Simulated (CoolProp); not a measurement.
Vapour-liquid equilibrium of ethylene (1) + propylene (2) at 2.49 bar; x and y are mole fractions of (1).

Model: multi-fluid Helmholtz-energy mixture model, Smukala 2000 and Lemmon 2013; pair parameters Bell 2016, in CoolProp.

```csv
x,bubble temperature (K),y at the bubble point,dew temperature at overall composition x (K),liquid density (mol/L)
0.05,238.7,0.307,246.2,14.23
0.125,227.9,0.586,244.2,14.77
0.2,219.5,0.738,242.0,15.25
0.275,213.1,0.826,239.7,15.70
0.35,207.9,0.879,237.2,16.11
0.425,203.8,0.914,234.6,16.50
0.5,200.4,0.937,231.6,16.88
0.575,197.5,0.954,228.4,17.25
0.65,195.0,0.967,224.7,17.62
0.725,192.8,0.977,220.4,17.99
0.8,190.9,0.985,215.1,18.35
0.875,189.1,0.991,208.4,18.72
0.95,187.4,0.997,198.3,19.09
```

No azeotrope shows between x = 0.05 and 0.95.

The pair parameters rest on a limited set of measurements; away from them the model extrapolates. The gap from Raoult's law changes sign with composition, which may be real or a fault of the pair parameters; it wasn't checked against measurements.
